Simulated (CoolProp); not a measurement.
The fluid at 340.02 K and 0.214 MPa flows at 0.22 m/s in a round tube of 2 mm bore and 15 µm roughness, fully developed (64/Re and Nu = 3.66 if laminar; Colebrook and Gnielinski if turbulent). The same conditions are run with several fluids, on thermodynamics alone (safety and materials aside).

Computed with CoolProp (reference Helmholtz-energy equation of state of each fluid (R125: Lemmon 2005; propylene: Lemmon 2013; dry air: Lemmon 2000; R124: de Vries 1995; R407C: Lemmon 2003)). Blends and air are pseudo-pure fits.

Rank R125, propylene, dry air, R124, R407C by Reynolds number, highest first.

R124 (320), R125 (277), R407C (209), propylene (146), dry air (47.2)

```csv
fluid,Darcy friction factor,pressure drop (Pa/m),heat-transfer coefficient (W/(m² K)),mass flow (kg/h)
R125,0.231,25.9,31.6,0.0231
propylene,0.438,17.2,39.8,0.00809
dry air,1.36,36.0,53.7,0.00546
R124,0.200,25.9,30.2,0.0266
R407C,0.307,24.7,30.2,0.0166
```

Transport values come from each fluid's own correlations; those of propylene, R124 are estimates that may be off by 10 % or more.
